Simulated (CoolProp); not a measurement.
Vapour-liquid equilibrium of hydrogen sulfide (1) + n-butane (2) at 2.45 °C; x and y are mole fractions of (1).

The numbers come from the multi-fluid Helmholtz-energy mixture model, Lemmon 2006 and Bücker 2006; pair parameters Kunz 2012 in CoolProp.

| x | bubble pressure (kPa) | y at the bubble point | dew pressure at overall composition x (kPa) | liquid density (mol/L) |
|---|---|---|---|---|
| 0.05 | 215.1 | 0.482 | 119.1 | 10.51 |
| 0.15 | 392.9 | 0.731 | 132.9 | 11.06 |
| 0.25 | 536.0 | 0.814 | 150.4 | (withheld) |
| 0.35 | 649.7 | (withheld) | 172.9 | (withheld) |
| 0.45 | 741.0 | 0.883 | 203.1 | 13.64 |
| 0.55 | 816.9 | (withheld) | 245.7 | 14.90 |
| 0.65 | 883.1 | (withheld) | 310.4 | 16.42 |
| 0.75 | 944.5 | 0.937 | 419.2 | 18.25 |
| 0.85 | 1006 | 0.956 | 629.7 | 20.41 |
| 0.95 | 1072 | 0.982 | 987.2 | 22.92 |

Question: Fill in the missing entries.

Answer: 
- 0.25, liquid density (mol/L): 11.75
- 0.35, y at the bubble point: 0.857
- 0.35, liquid density (mol/L): 12.60
- 0.55, y at the bubble point: 0.903
- 0.65, y at the bubble point: 0.921

No azeotrope shows between x = 0.05 and 0.95.

The pair parameters rest on a limited set of measurements; away from them the model extrapolates.
